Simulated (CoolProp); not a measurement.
Saturated liquid density (kg/m³) of tetradecamethylhexasiloxane (MD4M): the reference equation beside estimates from Tc = 653.2 K, pc = 8.286 bar, ω = 0.800.

Computed with CoolProp (reference Helmholtz-energy equation of state, Thol 2019).

```json
[
 {"T (K)": "407.7", "reference": "779.2", "van der Waals": "424.4", "Redlich-Kwong": "622.9", "Soave-Redlich-Kwong": "684.3", "Peng-Robinson": "769.4"},
 {"T (K)": "423.1", "reference": "763.4", "van der Waals": "417.1", "Redlich-Kwong": "610.1", "Soave-Redlich-Kwong": "673.8", "Peng-Robinson": "758.2"},
 {"T (K)": "438.4", "reference": "747.5", "van der Waals": "409.5", "Redlich-Kwong": "596.8", "Soave-Redlich-Kwong": "662.5", "Peng-Robinson": "746.0"},
 {"T (K)": "453.7", "reference": "731.2", "van der Waals": "…", "Redlich-Kwong": "582.8", "Soave-Redlich-Kwong": "…", "Peng-Robinson": "732.9"},
 {"T (K)": "469", "reference": "714.4", "van der Waals": "393.3", "Redlich-Kwong": "568.1", "Soave-Redlich-Kwong": "637.1", "Peng-Robinson": "718.6"},
 {"T (K)": "484.3", "reference": "697.2", "van der Waals": "384.6", "Redlich-Kwong": "552.6", "Soave-Redlich-Kwong": "622.8", "Peng-Robinson": "703.0"},
 {"T (K)": "499.6", "reference": "679.4", "van der Waals": "375.5", "Redlich-Kwong": "536.3", "Soave-Redlich-Kwong": "607.2", "Peng-Robinson": "…"},
 {"T (K)": "514.9", "reference": "660.8", "van der Waals": "365.9", "Redlich-Kwong": "519.0", "Soave-Redlich-Kwong": "590.1", "Peng-Robinson": "667.2"},
 {"T (K)": "530.3", "reference": "641.2", "van der Waals": "355.7", "Redlich-Kwong": "500.5", "Soave-Redlich-Kwong": "571.2", "Peng-Robinson": "646.2"},
 {"T (K)": "545.6", "reference": "620.6", "van der Waals": "…", "Redlich-Kwong": "480.8", "Soave-Redlich-Kwong": "…", "Peng-Robinson": "623.0"}
]
```

Task: Some entries are withheld; supply them.

Result: 
- 453.7, van der Waals: 401.6
- 453.7, Soave-Redlich-Kwong: 650.3
- 499.6, Peng-Robinson: 686.0
- 545.6, van der Waals: 344.7
- 545.6, Soave-Redlich-Kwong: 550.4

Absolute difference from the reference over all 10 rows, mean and median: van der Waals 44.9 and 44.9 %, Redlich-Kwong 20.9 and 20.6 %, Soave-Redlich-Kwong 11.1 and 11.0 %, Peng-Robinson 0.7 and 0.7 %.
